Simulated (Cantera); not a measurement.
Charge: 1 mol MgO, 2.1 mol SO2, 4.7 mol N2, held at 1775 K and 1330 Pa.

Method: chemical equilibrium by Gibbs-energy minimisation in Cantera with the NASA 1993 tables (ideal gas, pure condensed phases). Candidate condensed phases: Mg, MgO, MgS, MgSO4, S; 22 gas species. Rates play no part.

Base state: N2 0.691, SO2 0.307, SO 0.00154, O2 0.000660, NO 0.000200, O 2.13e-5, SO3 1.05e-5 (mole fractions); condensed: MgO(s).

Question: What changes in the equilibrium state with this change: temperature from 1775 K to 1450 K?

Answer: 
| species | before | after |
|---|---|---|
| N2 | 0.691 | 0.691 |
| SO2 | 0.307 | 0.309 |
| SO | 0.00154 | 7.65e-5 |
| O2 | 0.000660 | 2.84e-5 |
| O | 2.13e-5 | 9.27e-8 |
| NO | 0.000200 | 1.03e-5 |
| SO3 | 1.05e-5 | 9.25e-6 |
| MgO(s), mol | 1.000 | 1.00 |

Question: What changes in the equilibrium state with this change: MgO replaced by FeS2?

Answer: 
```
species        before     after
-----------  --------  --------
N2              0.691     0.617
SO2             0.307     0.194
S2            3.57e-7     0.154
SO            0.00154    0.0314
Fe                  0  0.000324
S2O           1.31e-7   0.00175
O2           0.000660   6.34e-7
S             3.13e-6   0.00206
SO3           1.05e-5   2.05e-7
NO           0.000200   5.86e-6
MgO(s), mol     1.000         0
FeO(l), mol         0     0.997
```
The tables' stoichiometric FeO is somewhat more stable than real wüstite, so its field is too wide. FeO: taken at fixed stoichiometry. Further candidate phases: Fe, FeO, FeS, FeSO4, FeS2, Fe2O3, Fe2(SO4)3, Fe3O4.
